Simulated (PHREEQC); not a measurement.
Make-up at 25 °C: 0.23 mol/kgw HF, 6.2e-05 mol/kgw Na2HPO4 and 4.6e-05 mol/kgw NaCl. Closed to the air; pH follows from the charge balance.

The numbers come from PHREEQC with the ion-association model, phreeqc.dat.

Each row changes one thing in this solution. Precipitation was switched off in this run.

| case | pH | ionic strength (mol/kgw) | H2PO4- (mol/kgw) | SI of Halite (NaCl) |
|---|---|---|---|---|
| as made | 1.80 | 0.0178 | 2.04e-5 | -9.79 |
| HF left out | 8.47 | 0.000229 | 3.05e-6 | -9.69 |
| diluted 100-fold with water | 3.03 | 0.000975 | 5.47e-7 | -13.71 |
| diluted 5-fold with water | 2.26 | 0.00597 | … | -11.15 |
| Na2HPO4 from 6.2e-05 to 6.82e-05 mol/kgw | 1.80 | 0.0178 | 2.25e-5 | -9.76 |
| Na2HPO4 from 6.2e-05 to 0.00031 mol/kgw | 1.81 | 0.0181 | … | -9.20 |
| temperature from 25 to 65 °C | … | 0.0127 | 1.91e-5 | -9.81 |
| HF replaced by HBF4 at the same molality | 0.75 | 0.226 | … | -9.96 |

Q: Some entries are withheld; supply them.

A: 
- diluted 5-fold with water, H2PO4- (mol/kgw): 7.09e-6
- Na2HPO4 from 6.2e-05 to 0.00031 mol/kgw, H2PO4- (mol/kgw): 0.000103
- temperature from 25 to 65 °C, pH: 1.95
- HF replaced by HBF4 at the same molality, H2PO4- (mol/kgw): 3.18e-6

Complexes and solids missing from the database can't appear. Away from 25 °C the constants follow the database's enthalpies or fits; those with neither stay at their 25 °C values. Real BF4- forms and hydrolyses slowly; the run takes it at equilibrium.
